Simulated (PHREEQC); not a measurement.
**Alkaline etch or developer**

Solution (20 °C): 0.15 mol TMAH and 0.0063 mol NaAlO2 per kg of water. Closed to the air; pH follows from the charge balance.

The numbers come from PHREEQC with the ion-association model, phreeqc.dat.

Precipitation was switched off in this run.

Q: Predict the pH.

A: pH 13.21.

Species that the database lacks are ignored. (CH3)4N+ isn't in the database: it is added as a free cation with an ion size of 4 Å.
